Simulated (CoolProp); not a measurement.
The fluid at 332.38 K and 0.0141 MPa is throttled through a valve to 0.00361 MPa with no heat exchange. The same conditions are run with several fluids, on thermodynamics alone (safety and materials aside).

Computed with CoolProp (reference Helmholtz-energy equation of state of each fluid (water: Wagner 2002; R404A: Lemmon 2003; n-butane: Bücker 2006; R22: Kamei 1995; CH3F (R41): Lemmon 2006)). Blends and air are pseudo-pure fits.

```tsv
fluid	temperature change (K)	final density (kg/m³)
water	-1.3	0.0236
R404A	-0.1	0.128
n-butane	-0.2	0.0760
R22	-0.2	0.113
CH3F (R41)	-0.1	0.0445
```
